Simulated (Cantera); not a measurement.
**Equilibrium for carbon deposition, reforming and gasification: C + O2 + H2**

Input: 1 mol C, 0.025 mol O2, 0.76 mol H2, held at 1.00 bar.

Equilibrium computed with Cantera from the NASA thermochemical tables; the gas is ideal and each condensed phase is pure. Candidate condensed phases: C, C6H6, C7H8, C8H18, H2O; 110 gas species. Rates play no part.

From 525 K to 1425 K the condensed part is C(graphite). The main C-bearing gas is CH4 at 525 K and CO at 1425 K. The share of C in condensed phases is highest at 1425 K (94.7 %) and lowest at 525 K (65.0 %).

```tsv
T (K)	x H2	x CH4	x H2O	x CO	x CO2	x H	x C2H6	x C2H2 (acetylene)	n C(graphite)
525	0.0293	0.851	0.119	4.24e-6	0.00149	<1e-12	2.02e-6	<1e-12	0.650
600	0.0917	0.793	0.113	6.07e-5	0.00213	<1e-12	4.02e-6	<1e-12	0.663
675	0.215	0.677	0.104	0.000478	0.00277	<1e-12	5.91e-6	<1e-12	0.691
750	0.398	0.506	0.0895	0.00247	0.00340	<1e-12	6.30e-6	<1e-12	0.741
825	0.596	0.322	0.0692	0.00920	0.00382	6.13e-12	4.81e-6	2.16e-12	0.806
900	0.752	0.176	0.0445	0.0244	0.00332	1.01e-10	2.76e-6	4.23e-11	0.865
975	0.844	0.0894	0.0219	0.0432	0.00179	1.05e-9	1.33e-6	4.81e-10	0.902
1050	0.890	0.0454	0.00888	0.0549	0.000645	7.65e-9	6.21e-7	3.68e-9	0.922
1125	0.913	0.0240	0.00349	0.0595	0.000207	4.25e-8	2.98e-7	2.10e-8	0.934
1200	0.924	0.0135	0.00146	0.0611	7.04e-5	1.90e-7	1.52e-7	9.49e-8	0.940
1275	0.930	0.00801	0.000667	0.0615	2.66e-5	7.11e-7	8.23e-8	3.57e-7	0.944
1350	0.933	0.00502	0.000330	0.0617	1.11e-5	2.30e-6	4.74e-8	1.16e-6	0.946
1425	0.935	0.00329	0.000175	0.0618	5.09e-6	6.60e-6	2.88e-8	3.30e-6	0.947
```
x: gas mole fraction; n: condensed amount in mol.
